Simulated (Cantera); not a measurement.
Predominance diagram of V at 600 K against the partial pressures of O₂ and N₂ (log10, bar). Cantera with NASA thermochemical tables; ideal gases at 1 bar, condensed phases pure. Candidates: V(s), VN(s), VO(s), V₂O₃(s), V₂O₄(s), V₂O₅(s). Only these pure phases compete in this equilibrium. VN, VO: taken at fixed stoichiometry. Not in the tables: V₃O₅ to V₆O₁₃, V₂N.

Question: Which phase is stable at these pairs, and which metal-bearing vapour leads over it? (-8.3, 1); (-14.5, -12.7); (-16.5, -15); (-6.2, -21.9); (0, -5.9); (-26.9, -17.3); (-24.8, -8.1)

Answer: 
```tsv
log p(O₂)	log p(N₂)	phase	chief vapour	log p (bar)
-8.3	1	V₂O₅(s)	VO₂	-32.2
-14.5	-12.7	V₂O₄(s)	VO₂	-31.2
-16.5	-15	V₂O₄(s)	VO₂	-31.2
-6.2	-21.9	V₂O₅(s)	VO₂	-32.8
0	-5.9	V₂O₅(s)	VO₂	-34.3
-26.9	-17.3	V₂O₄(s)	VO₂	-31.2
-24.8	-8.1	V₂O₄(s)	VO₂	-31.2
```
